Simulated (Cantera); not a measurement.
## Low-pressure radical oxidation in H2/O2

An isothermal, constant-pressure homogeneous reactor starts with H2 : O2 = 0.35 : 1 (molar parts), at 1225 K and 10.00 Torr.

Model: the H2/O2 subset of GRI-Mech 3.0, which has no nitrogen chemistry, integrated in Cantera. Radical loss at walls, strong at low pressure, is not modelled. The temperature is held fixed by assumption; the heat of reaction is taken as removed at once.

```tsv
t (s)	x H2	x O2	x H2O	x H2O2	x OH	x H
8.00e-5	0.259	0.741	1.86e-8	2.33e-11	7.84e-9	2.89e-8
0.000424	0.259	0.741	1.89e-5	6.94e-10	3.91e-6	1.25e-5
0.00225	0.0138	0.608	0.200	3.37e-7	0.0123	0.0873
0.0119	0.00691	0.664	0.262	5.11e-7	0.00901	0.0246
0.0632	0.000344	0.700	0.296	2.81e-7	0.00202	0.000243
0.335	1.35e-5	0.702	0.298	5.10e-8	0.000407	1.96e-6
1.78	1.27e-6	0.702	0.298	9.72e-9	0.000126	5.84e-8
9.43	1.89e-7	0.702	0.298	2.03e-9	4.89e-5	3.39e-9
50.0	6.76e-8	0.702	0.298	8.80e-10	2.92e-5	7.28e-10
```
x: mole fraction; the columns are a selection and need not sum to one.

Equilibrium at this temperature and pressure: H2 6.55e-8, O2 0.702, H2O 0.298, H2O2 8.60e-10, OH 2.88e-5, H 6.96e-10 (gas phase only).
